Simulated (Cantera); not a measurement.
Mixture: CO : H₂ : O₂ : N₂ = 1 : 0.15 : 0.788 : 2.96 (molar parts), equivalence ratio 0.73, at 3750 Torr, adiabatic and at constant pressure. Ignition delay is the time to a rise of 400 K.

Cantera simulation using GRI-Mech 3.0 (53 species, 325 reactions); the numbers are that mechanism's predictions, not measurements. The hydrogen kinetics of GRI-Mech 3.0 are dated; newer H2 mechanisms differ, most at raised pressure. Below about 950 K walls govern HO2 and H2O2 in real vessels.

Problem. What does this change do: pressure from 3750 Torr to 760 Torr?

Solution. 
```csv
quantity,before,after
delay at 850 K,0.408 s,0.403 s
delay at 925 K,35.1 ms,10.2 ms
delay at 1000 K,3.98 ms,0.593 ms
delay at 1075 K,0.458 ms,0.240 ms
delay at 1150 K,71.1 µs,0.150 ms
delay at 1225 K,29.1 µs,0.111 ms
delay at 1300 K,18.0 µs,91.0 µs
```
Where the delays flatten at high temperature, the 400 K rule measures the pace of heat release, not the induction time.

Problem. What does this change do: pressure from 3750 Torr to 4880 Torr?

Solution. 
```
quantity           before     after
---------------  --------  --------
delay at 850 K    0.408 s   0.378 s
delay at 925 K    35.1 ms   34.3 ms
delay at 1000 K   3.98 ms   4.24 ms
delay at 1075 K  0.458 ms  0.591 ms
delay at 1150 K   71.1 µs   86.7 µs
delay at 1225 K   29.1 µs   27.2 µs
delay at 1300 K   18.0 µs   15.0 µs
```
